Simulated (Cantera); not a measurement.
**Adiabatic ignition**

An adiabatic, constant-volume homogeneous reactor starts with 3.98 % CH4, 0.191 % CO, 20.2 % O2, 75.7 % N2, equivalence ratio 0.40, at 1323 K and 500000 Pa.

Model: GRI-Mech 3.0 (53 species, 325 reactions), integrated in Cantera.

```csv
t (s),T (K),P (bar),x CH4,x CO,x O2,x CO2,x HO2
7.00e-6,1323,5.00,0.0398,0.00191,0.202,4.57e-9,1.04e-7
1.55e-5,1323,5.00,0.0398,0.00191,0.202,1.19e-8,2.26e-7
3.45e-5,1323,5.00,0.0398,0.00191,0.202,3.47e-8,4.79e-7
7.65e-5,1323,5.00,0.0398,0.00191,0.202,1.16e-7,9.55e-7
0.000170,1323,5.00,0.0398,0.00191,0.202,4.33e-7,1.69e-6
0.000377,1324,5.00,0.0397,0.00191,0.201,1.85e-6,3.18e-6
0.000837,1328,5.02,0.0390,0.00199,0.201,1.06e-5,1.04e-5
0.00186,2379,9.00,<1e-12,0.000747,0.120,0.0409,1.03e-5
0.00412,2375,8.98,<1e-12,0.000730,0.119,0.0410,1.01e-5
0.00915,2366,8.95,<1e-12,0.000702,0.117,0.0410,9.71e-6
0.0203,2356,8.91,<1e-12,0.000668,0.115,0.0410,9.31e-6
0.0451,2350,8.89,<1e-12,0.000648,0.114,0.0411,9.06e-6
0.100,2349,8.88,<1e-12,0.000644,0.114,0.0411,9.02e-6
```
x: mole fraction; the columns are a selection and need not sum to one.

```json
{
  "time_of_steepest_temperature_rise": "1.42 ms",
  "temperature at 0.100 s": "2349 K",
  "equilibrium_temperature": "2349 K",
  "x(CH4) at 0.100 s": "<1e-12 (gas-phase equilibrium <1e-12)",
  "x(CO) at 0.100 s": "0.000644 (gas-phase equilibrium 0.000644)",
  "x(O2) at 0.100 s": "0.114 (gas-phase equilibrium 0.114)"
}
```
